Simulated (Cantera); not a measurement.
Thermodynamics of silicon carbide growth, feed CH₃SiCl₃ + C₃H₈ + H₂

A closed system holds: 1 mol CH₃SiCl₃, 0.031 mol C₃H₈, 5.9 mol H₂, at 0.00133 bar.

Equilibrium computed with Cantera from the NASA thermochemical tables; the gas is ideal and each condensed phase is pure. Candidate condensed phases: C, C₆H₆, C₇H₈, C₈H₁₈, Si, SiC; 109 gas species. The feed counts by its element totals alone. The tables' values for SiCl, SiCl₃ are old estimates; treat these amounts as uncertain. Gases not in the tables: Si₂H₆ and higher silanes. Equilibrium is a limit: real reactors are often held back by kinetics, nucleation or transport.

| T (K) | x H₂ | x HCl | x H | x Cl | x Si | x SiCl₄ | x SiCl₂ | n C(graphite) | n SiC(s) |
|---|---|---|---|---|---|---|---|---|---|
| 998 | 0.724 | 0.255 | 5.01e-8 | 1.65e-8 | <1e-12 | 0.0206 | 5.83e-5 | 0.281 | 0.812 |
| 1098 | 0.683 | 0.311 | 5.60e-7 | 2.29e-7 | <1e-12 | 0.00524 | 0.000246 | 0.146 | 0.947 |
| 1198 | 0.671 | 0.327 | 4.27e-6 | 1.80e-6 | 1.61e-12 | 0.000985 | 0.000623 | 0.110 | 0.983 |
| 1298 | 0.670 | 0.329 | 2.40e-5 | 9.94e-6 | 8.93e-11 | 0.000206 | 0.00126 | 0.108 | 0.985 |
| 1398 | 0.670 | 0.327 | 0.000106 | 4.27e-5 | 2.78e-9 | 5.19e-5 | 0.00224 | 0.115 | 0.978 |
| 1498 | 0.671 | 0.324 | 0.000386 | 0.000150 | 5.44e-8 | 1.55e-5 | 0.00364 | 0.127 | 0.966 |
| 1598 | 0.672 | 0.320 | 0.00120 | 0.000451 | 7.32e-7 | 5.27e-6 | 0.00549 | 0.143 | 0.949 |
| 1698 | 0.673 | 0.315 | 0.00325 | 0.00118 | 7.23e-6 | 1.99e-6 | 0.00777 | 0.163 | 0.929 |
| 1798 | 0.672 | 0.307 | 0.00790 | 0.00276 | 5.52e-5 | 8.14e-7 | 0.0104 | 0.187 | 0.904 |
| 1898 | 0.667 | 0.296 | 0.0175 | 0.00586 | 0.000339 | 3.51e-7 | 0.0131 | 0.214 | 0.874 |
| 1998 | 0.654 | 0.280 | 0.0355 | 0.0113 | 0.00174 | 1.55e-7 | 0.0157 | 0.252 | 0.830 |
| 2098 | 0.627 | 0.258 | 0.0667 | 0.0202 | 0.00759 | 6.79e-8 | 0.0176 | 0.332 | 0.732 |
| 2198 | 0.571 | 0.223 | 0.115 | 0.0328 | 0.0289 | 2.73e-8 | 0.0180 | 0.572 | 0.418 |
x: gas mole fraction; n: condensed amount in mol.

From 998 K to 2198 K the condensed part is C(graphite) + SiC(s). The main Si-bearing gas is SiCl₄ at 998 K and Si at 2198 K. The share of Si in condensed phases is highest at 1298 K (98.5 %) and lowest at 2198 K (41.8 %).
